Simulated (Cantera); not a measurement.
What does this Cantera script print?

```python
import numpy as np
import cantera as ct

gas_names = """
    C CN CO CO2 C2 CCN CNC C2N2 C2O C3 C3O2 C4 C4N2 C5 N NCO NO NO2 NO3 N2 N2O O O2 O3 Pb PbO Pb2
""".split()
cond_names = """
    C(gr) Pb(cr) Pb(L) PbO(rd) PbO(yw) PbO(L) PbO2(s) Pb3O4(s)
""".split()


# ... load() reads the species with a 1 bar reference pressure and builds the phases ...
atoms = {
    'Pb': {'Pb': 1},
    'CO': {'C': 1, 'O': 1},
    'N2': {'N': 2},
}
top_T = {'C(gr)': 4500, 'Pb3O4(s)': 820}  # K; cautious upper limits of use, not melting points


# ... equilibrate(T, P, feed) seeds the gas with the atoms and calls Mixture.equilibrate('TP', solver="vcs", rtol=1e-11, max_steps=5000) ...
results = []
feed = {'Pb': 1, 'CO': 0.14, 'N2': 52}  # mol
for P in [10, 32, 100, 320, 1000, 3200, 10000, 32000, 100000, 320000, 1000000]:
    for T in [798, 873, 948, 1023, 1098, 1173, 1248, 1323, 1398, 1473, 1548]:
        mix = equilibrate(T, P, feed)
        results.append((T, P, feed, dict(zip(mix.species_names, mix.species_moles))))

for T, P, feed, n in results:
    print(f"{T:7g} {P:10.4g}  " + (" + ".join(c for c in cond_names if n.get(c, 0) > 1e-12) or "gas only"))
```

Result:

```
    798         10  C(gr) + Pb(L)
    873         10  C(gr) + Pb(L)
    948         10  C(gr)
   1023         10  C(gr)
   1098         10  C(gr)
   1173         10  C(gr)
   1248         10  gas only
   1323         10  gas only
   1398         10  gas only
   1473         10  gas only
   1548         10  gas only
    798         32  C(gr) + Pb(L)
    873         32  C(gr) + Pb(L)
    948         32  C(gr) + Pb(L)
   1023         32  C(gr)
   1098         32  C(gr)
   1173         32  C(gr)
   1248         32  gas only
   1323         32  gas only
   1398         32  gas only
   1473         32  gas only
   1548         32  gas only
    798        100  C(gr) + Pb(L)
    873        100  C(gr) + Pb(L)
    948        100  C(gr) + Pb(L)
   1023        100  C(gr)
   1098        100  C(gr)
   1173        100  C(gr)
   1248        100  C(gr)
   1323        100  gas only
   1398        100  gas only
   1473        100  gas only
   1548        100  gas only
    798        320  C(gr) + Pb(L)
    873        320  C(gr) + Pb(L)
    948        320  C(gr) + Pb(L)
   1023        320  C(gr) + Pb(L)
   1098        320  C(gr)
   1173        320  C(gr)
   1248        320  C(gr)
   1323        320  gas only
   1398        320  gas only
   1473        320  gas only
   1548        320  gas only
    798       1000  C(gr) + Pb(L)
    873       1000  C(gr) + Pb(L)
    948       1000  C(gr) + Pb(L)
   1023       1000  C(gr) + Pb(L)
   1098       1000  C(gr) + Pb(L)
   1173       1000  C(gr)
   1248       1000  C(gr)
   1323       1000  C(gr)
   1398       1000  gas only
   1473       1000  gas only
   1548       1000  gas only
    798       3200  C(gr) + Pb(L)
    873       3200  C(gr) + Pb(L)
    948       3200  C(gr) + Pb(L)
   1023       3200  C(gr) + Pb(L)
   1098       3200  C(gr) + Pb(L)
   1173       3200  C(gr) + Pb(L)
   1248       3200  C(gr)
   1323       3200  C(gr)
   1398       3200  gas only
   1473       3200  gas only
   1548       3200  gas only
    798      1e+04  C(gr) + Pb(L)
    873      1e+04  C(gr) + Pb(L)
    948      1e+04  C(gr) + Pb(L)
   1023      1e+04  C(gr) + Pb(L)
   1098      1e+04  C(gr) + Pb(L)
   1173      1e+04  C(gr) + Pb(L)
   1248      1e+04  C(gr) + Pb(L)
   1323      1e+04  C(gr)
   1398      1e+04  C(gr)
   1473      1e+04  gas only
   1548      1e+04  gas only
    798    3.2e+04  C(gr) + Pb(L)
    873    3.2e+04  C(gr) + Pb(L)
    948    3.2e+04  C(gr) + Pb(L)
   1023    3.2e+04  C(gr) + Pb(L)
   1098    3.2e+04  C(gr) + Pb(L)
   1173    3.2e+04  C(gr) + Pb(L)
   1248    3.2e+04  C(gr) + Pb(L)
   1323    3.2e+04  C(gr) + Pb(L)
   1398    3.2e+04  C(gr)
   1473    3.2e+04  gas only
   1548    3.2e+04  gas only
    798      1e+05  C(gr) + Pb(L)
    873      1e+05  C(gr) + Pb(L)
    948      1e+05  C(gr) + Pb(L)
   1023      1e+05  C(gr) + Pb(L)
   1098      1e+05  C(gr) + Pb(L)
   1173      1e+05  C(gr) + Pb(L)
   1248      1e+05  C(gr) + Pb(L)
   1323      1e+05  C(gr) + Pb(L)
   1398      1e+05  C(gr) + Pb(L)
   1473      1e+05  C(gr)
   1548      1e+05  gas only
    798    3.2e+05  C(gr) + Pb(L)
    873    3.2e+05  C(gr) + Pb(L)
    948    3.2e+05  C(gr) + Pb(L)
   1023    3.2e+05  C(gr) + Pb(L)
   1098    3.2e+05  C(gr) + Pb(L)
   1173    3.2e+05  C(gr) + Pb(L)
   1248    3.2e+05  C(gr) + Pb(L)
   1323    3.2e+05  C(gr) + Pb(L)
   1398    3.2e+05  C(gr) + Pb(L)
   1473    3.2e+05  C(gr) + Pb(L)
   1548    3.2e+05  Pb(L)
    798      1e+06  C(gr) + Pb(L)
    873      1e+06  C(gr) + Pb(L)
    948      1e+06  C(gr) + Pb(L)
   1023      1e+06  C(gr) + Pb(L)
   1098      1e+06  C(gr) + Pb(L)
   1173      1e+06  C(gr) + Pb(L)
   1248      1e+06  C(gr) + Pb(L)
   1323      1e+06  C(gr) + Pb(L)
   1398      1e+06  C(gr) + Pb(L)
   1473      1e+06  C(gr) + Pb(L)
   1548      1e+06  C(gr) + Pb(L)
```

These are equilibrium values from Cantera (NASA tables, ideal gas, pure condensed phases), not measurements of a reactor.
